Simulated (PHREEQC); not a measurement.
Solution A (0.0035 mol RbCl, 0.22 mol KHSO4 and 0.0001 mol K2CO3 per kg of water) is mixed with solution B (0.077 mol LiNO3 per kg of water) at 45 °C; shares are by mass of water, 1 kg in all. Oxygen alone is held at its pressure in air (log pO2 = -0.68). CO2 from the air is kept out. Precipitation was switched off in this run.

Equilibrium calculation in PHREEQC: ion-association model, wateq4f.dat.

| share of solution B | pH | HSO4- (mol/kgw) | SO4-2 (mol/kgw) |
|---|---|---|---|
| 0 | 1.26 | 0.148 | 0.0506 |
| 0.1 | [?] | 0.131 | [?] |
| 0.2 | 1.32 | 0.115 | [?] |
| 0.3 | 1.37 | [?] | 0.0408 |
| 0.4 | 1.41 | [?] | [?] |
| 0.5 | 1.47 | 0.0668 | 0.0332 |
| 0.6 | 1.54 | 0.0513 | 0.0289 |
| 0.7 | 1.62 | 0.0362 | 0.0240 |
| 0.8 | 1.75 | [?] | 0.0184 |
| 0.9 | 1.96 | 0.00867 | 0.0114 |
| 1 | 6.69 | 0 | 0 |

### Question
Complete the blanks.

### Answer

- 0.1, pH: 1.29
- 0.1, SO4-2 (mol/kgw): 0.0475
- 0.2, SO4-2 (mol/kgw): 0.0443
- 0.3, HSO4- (mol/kgw): 0.0987
- 0.4, HSO4- (mol/kgw): 0.0826
- 0.4, SO4-2 (mol/kgw): 0.0372
- 0.8, HSO4- (mol/kgw): 0.0218

At this temperature some constants are extrapolated from 25 °C, and those without enthalpy data are left unchanged.
